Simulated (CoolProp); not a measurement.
Model: reference Helmholtz-energy equation of state, Marx 1992, in CoolProp.

### Question
For R113, give the phase and the Joule-Thomson coefficient (K/MPa), expansivity (1/kK) at 46.45 °C and 0.315 MPa.

### Answer
- 46.45 °C and 0.315 MPa: liquid; Joule-Thomson coefficient -0.335, expansivity 1.64
